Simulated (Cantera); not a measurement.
Input: 1 mol Si, 0.87 mol F2, 5.8 mol N2.

Method: chemical equilibrium by Gibbs-energy minimisation in Cantera with the NASA 1993 tables (ideal gas, pure condensed phases). Candidate condensed phases: Si, Si3N4; 16 gas species. N2 is the only nitrogen source here; it is nearly inert below about 1500 K, so the nitride shown seldom forms there in practice. The tables' values for SiF2, SiF3 are old estimates. The numbers say what is thermodynamically allowed, not how fast it happens.

**Question.** What condenses at these points (T in °C, P in Pa): (750, 100000); (1350, 1300); (1250, 320); (1350, 18); (850, 320)?

**Answer.** 
| T (°C) | P in Pa | condensed phases | Si condensed (%) |
|---|---|---|---|
| 750 | 100000 | Si3N4 | 56.5 |
| 1350 | 1300 | Si3N4 | 49.0 |
| 1250 | 320 | Si3N4 | 50.9 |
| 1350 | 18 | Si | 24.6 |
| 850 | 320 | Si3N4 | 56.5 |
